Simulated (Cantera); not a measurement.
Charge: 1 mol Si, 0.54 mol N2O, 130 mol H2, at 1623.15 K and 0.950 bar.

Cantera equilibrium calculation (NASA polynomials, part measured and part estimated; ideal gas, pure solids and liquids). Equilibrium is a limit: real reactors are often held back by kinetics, nucleation or transport.

```tsv
species	before	after
H2	0.999	0.932
H	7.10e-5	0.0565
SiO	0.000505	0.00399
Si	3.93e-9	0.00339
H2O	5.50e-5	<1e-9
N2	0.000559	0.00399
Si2N2O(s), mol	0.467	0
```
Gas species are given as mole fractions.

Task: Which change was made?
A) temperature from 1623.15 K to 1975 K
B) pressure from 0.950 bar to 0.140 Pa
C) 0.64 mol O2 added
D) temperature from 1623.15 K to 2273 K

Result: B, pressure from 0.950 bar to 0.140 Pa
